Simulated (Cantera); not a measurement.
Input: 1 mol acetone, a varied amount of CO2, at 1927 °C and 1 atm.

Method: chemical equilibrium by Gibbs-energy minimisation in Cantera with the NASA 1993 tables (ideal gas, pure condensed phases). Candidate condensed phases: C, C6H6, C7H8, C8H18, H2O; 110 gas species. The feed counts by its element totals alone. Rates play no part.

log p: log10 of the partial pressure in bar; n: condensed amount in mol.

```json
[
 {"n(CO2) (mol)": "0.38", "log p CO": "-0.43", "log p H2": "-0.20", "log p H2O": "-4.87", "log p CO2": "-5.82", "log p H": "-2.35", "log p C2H2 (acetylene)": "-2.79", "log p OH": "-7.88", "n C(graphite)": "1.60"},
 {"n(CO2) (mol)": "0.51", "log p CO": "-0.39", "log p H2": "-0.22", "log p H2O": "-4.86", "log p CO2": "-5.75", "log p H": "-2.36", "log p C2H2 (acetylene)": "-2.81", "log p OH": "-7.85", "n C(graphite)": "1.47"},
 {"n(CO2) (mol)": "0.69", "log p CO": "-0.35", "log p H2": "-0.25", "log p H2O": "-4.84", "log p CO2": "(withheld)", "log p H": "-2.38", "log p C2H2 (acetylene)": "-2.84", "log p OH": "-7.82", "n C(graphite)": "(withheld)"},
 {"n(CO2) (mol)": "0.93", "log p CO": "-0.31", "log p H2": "-0.29", "log p H2O": "-4.84", "log p CO2": "-5.58", "log p H": "-2.39", "log p C2H2 (acetylene)": "-2.88", "log p OH": "-7.80", "n C(graphite)": "1.05"},
 {"n(CO2) (mol)": "1.2", "log p CO": "-0.27", "log p H2": "-0.33", "log p H2O": "-4.84", "log p CO2": "(withheld)", "log p H": "-2.41", "log p C2H2 (acetylene)": "-2.92", "log p OH": "-7.78", "n C(graphite)": "(withheld)"},
 {"n(CO2) (mol)": "1.7", "log p CO": "-0.22", "log p H2": "-0.39", "log p H2O": "-4.86", "log p CO2": "-5.41", "log p H": "-2.44", "log p C2H2 (acetylene)": "-2.98", "log p OH": "-7.76", "n C(graphite)": "0.284"},
 {"n(CO2) (mol)": "2.2", "log p CO": "-0.20", "log p H2": "-0.46", "log p H2O": "-1.74", "log p CO2": "-2.20", "log p H": "-2.48", "log p C2H2 (acetylene)": "-9.37", "log p OH": "-4.61", "n C(graphite)": "0"},
 {"n(CO2) (mol)": "3", "log p CO": "-0.19", "log p H2": "-0.59", "log p H2O": "-1.12", "log p CO2": "-1.45", "log p H": "-2.54", "log p C2H2 (acetylene)": "-11.00", "log p OH": "-3.93", "n C(graphite)": "0"}
]
```

**Question.** Some entries are withheld; supply them.

**Answer.** 
- 0.69, log p CO2: -5.67
- 0.69, n C(graphite): 1.29
- 1.2, log p CO2: -5.51
- 1.2, n C(graphite): 0.784
